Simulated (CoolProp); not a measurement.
Water at several states: fugacity coefficient from the reference equation and from simpler models built on Tc = 373.9 °C, pc = 220.6 bar, ω = 0.344; each cubic takes its own stable root.

The numbers come from the reference Helmholtz-energy equation of state, Wagner 2002 in CoolProp.

```json
[
 {"T (°C)": "359.95", "p (bar)": "2.04", "phase": "gas", "reference": "0.9967", "Redlich-Kwong": "0.9966", "Soave-Redlich-Kwong": "0.9966", "Peng-Robinson": "0.9962"},
 {"T (°C)": "122.55", "p (bar)": "9.85", "phase": "liquid", "reference": "0.2142", "Redlich-Kwong": "0.5419", "Soave-Redlich-Kwong": "0.2051", "Peng-Robinson": "0.2096"},
 {"T (°C)": "352.85", "p (bar)": "495", "phase": "liquid", "reference": "0.2861", "Redlich-Kwong": "0.3323", "Soave-Redlich-Kwong": "0.3203", "Peng-Robinson": "0.3019"},
 {"T (°C)": "126.95", "p (bar)": "0.319", "phase": "gas", "reference": "0.9966", "Redlich-Kwong": "0.9981", "Soave-Redlich-Kwong": "0.9978", "Peng-Robinson": "0.9977"},
 {"T (°C)": "27.75", "p (bar)": "187", "phase": "liquid", "reference": "0.0002277", "Redlich-Kwong": "0.001100", "Soave-Redlich-Kwong": "0.0001791", "Peng-Robinson": "0.0001989"},
 {"T (°C)": "504.35", "p (bar)": "9.16", "phase": "gas", "reference": "0.9932", "Redlich-Kwong": "0.9918", "Soave-Redlich-Kwong": "0.9930", "Peng-Robinson": "0.9917"}
]
```
